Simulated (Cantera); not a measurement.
Equilibrium for iron carbonyl, mercury and lead vapours: PbO + N2

Charge: 1 mol PbO, 2.4 mol N2, held at 1.00 bar.

Cantera equilibrium calculation (NASA polynomials, part measured and part estimated; ideal gas, pure solids and liquids). Candidate condensed phases: Pb, PbO, PbO2, Pb3O4; 12 gas species. Gases not in the tables: (PbO)n polymers. Equilibrium is a limit: real reactors are often held back by kinetics, nucleation or transport.

```csv
T (K),x N2,x PbO,x Pb,x O2,x NO,n PbO(yellow),n PbO(l)
848,1.00,7.58e-10,2.05e-10,6.05e-11,8.34e-11,1.00,0
898,1.00,6.87e-9,1.64e-9,5.60e-10,5.22e-10,1.00,0
948,1.00,4.90e-8,1.07e-8,4.00e-9,2.66e-9,1.00,0
998,1.00,2.85e-7,5.75e-8,2.30e-8,1.14e-8,1.000,0
1048,1.000,1.39e-6,2.64e-7,1.11e-7,4.24e-8,1.000,0
1098,1.000,5.86e-6,1.06e-6,4.58e-7,1.39e-7,1.000,0
1148,1.000,2.17e-5,3.73e-6,1.66e-6,4.09e-7,1.000,0
1198,1.000,6.55e-5,1.12e-5,5.07e-6,1.07e-6,0,1.000
1248,1.000,0.000176,3.03e-5,1.39e-5,2.55e-6,0,1.000
1298,0.999,0.000436,7.55e-5,3.49e-5,5.67e-6,0,0.999
1348,0.999,0.00100,0.000175,8.17e-5,1.19e-5,0,0.997
1398,0.997,0.00217,0.000383,0.000180,2.36e-5,0,0.994
1448,0.994,0.00444,0.000790,0.000373,4.45e-5,0,0.987
```
x: gas mole fraction; n: condensed amount in mol.

From 848 K to 1148 K the condensed part is PbO(yellow). From 1198 K to 1448 K the condensed part is PbO(l).
